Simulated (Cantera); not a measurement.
Cantera run, input and output.

```python
import numpy as np
import cantera as ct

gas = ct.Solution("gri30.yaml")
gas.TPX = 425, 500000, {'CH4': 1, 'O2': 1.67, 'N2': 5.5}
flame = ct.FreeFlame(gas, width=0.013)
flame.set_refine_criteria(ratio=3, slope=0.08, curve=0.16)
flame.transport_model = "mixture-averaged"
flame.solve(loglevel=0, auto=True)
z, T = flame.grid, flame.T
thick = (T[-1] - T[0]) / np.gradient(T, z).max()
show = ['CH4', 'O2', 'H', 'HCO', 'C2H6', 'C2H2']
print(f"laminar burning velocity  {flame.velocity[0] * 100:.3f} cm/s")
print(f"burnt temperature         {T[-1]:.1f} K")
print(f"thermal thickness         {thick * 1e3:.4f} mm")
print(f"grid points               {len(z)}")
z0 = z[flame.heat_release_rate.argmax()]
print(f"{'z/mm':>9s}{'T/K':>9s}{'u/(m/s)':>9s}" + "".join(f"{s:>11s}" for s in show))
rows = []
for k in (-3, -2, -1.5, -1, -0.5, -0.25, 0, 0.25, 0.5, 1, 2, 4, 8):
    zz = z0 + k * thick
    rows.append([k * thick, np.interp(zz, z, T), np.interp(zz, z, flame.velocity),
                 *(np.interp(zz, z, flame.X[gas.species_index(s)]) for s in show)])
    print(f"{rows[-1][0] * 1e3:9.3f}{rows[-1][1]:9.1f}{rows[-1][2]:9.3f}" + "".join(f"{x:11.3e}" for x in rows[-1][3:]))
```

Result:

```
laminar burning velocity  42.940 cm/s
burnt temperature         2353.8 K
thermal thickness         0.1108 mm
grid points               153
     z/mm      T/K  u/(m/s)        CH4         O2          H        HCO       C2H6       C2H2
   -0.333    425.4    0.430  1.222e-01  2.041e-01  5.452e-16  1.149e-18  3.186e-08  1.451e-08
   -0.222    430.2    0.437  1.214e-01  2.032e-01  3.791e-13  9.039e-15  9.151e-07  3.341e-07
   -0.166    447.4    0.456  1.197e-01  2.014e-01  1.040e-11  4.300e-13  5.814e-06  1.888e-06
   -0.111    572.2    0.589  1.105e-01  1.915e-01  5.188e-09  1.927e-10  8.677e-05  2.214e-05
   -0.055   1120.9    1.176  7.240e-02  1.412e-01  1.879e-05  3.813e-07  9.009e-04  1.993e-04
   -0.028   1582.4    1.678  3.829e-02  9.119e-02  2.542e-04  8.239e-06  1.140e-03  4.655e-04
    0.000   1993.4    2.129  8.846e-03  3.928e-02  1.869e-03  2.551e-05  1.345e-04  7.695e-04
    0.028   2171.1    2.315  6.991e-04  1.251e-02  4.241e-03  1.106e-05  9.750e-07  2.236e-04
    0.055   2222.8    2.361  3.652e-05  4.728e-03  4.972e-03  1.249e-06  3.082e-09  1.921e-05
    0.111   2266.7    2.399  1.959e-07  1.812e-03  4.294e-03  2.127e-07  1.118e-13  1.798e-07
    0.222   2306.4    2.436  1.442e-10  8.439e-04  2.956e-03  1.354e-07  8.129e-19  2.712e-10
    0.443   2334.5    2.462  4.617e-13  3.502e-04  1.843e-03  8.301e-08  3.327e-22  1.946e-13
    0.887   2348.7    2.475  5.730e-13  1.505e-04  1.206e-03  5.430e-08  8.609e-25  4.722e-16
```

Computed with Cantera and GRI-Mech 3.0 (53 species, 325 reactions). Burning velocities carry a grid error of a few per cent, more on coarse grids.
